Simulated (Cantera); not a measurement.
Charge: 1 mol C2H5OH, 0.022 mol H2O, 0.12 mol O2, at 23.0 Pa.

Cantera equilibrium calculation (NASA polynomials, part measured and part estimated; ideal gas, pure solids and liquids). Candidate condensed phases: C, C6H6, C7H8, C8H18, H2O; 131 gas species. Ions and electrons are included (thermal ionisation). Rates play no part.

Question: Which condensed phases are stable at each of these points (T (K)): 2500, 2750, 3000, 3250, 3500, 3750, 4000, 4250, 4500, 4750, 5000?

Answer: 
```csv
T (K),condensed phases,C condensed (%)
2500,C(graphite),33.1
2750,gas only,0.0
3000,gas only,0.0
3250,gas only,0.0
3500,gas only,0.0
3750,gas only,0.0
4000,gas only,0.0
4250,gas only,0.0
4500,gas only,0.0
4750,gas only,0.0
5000,gas only,0.0
```

At 2500 K the condensed part is C(graphite). From 2750 K to 5000 K nothing is condensed.
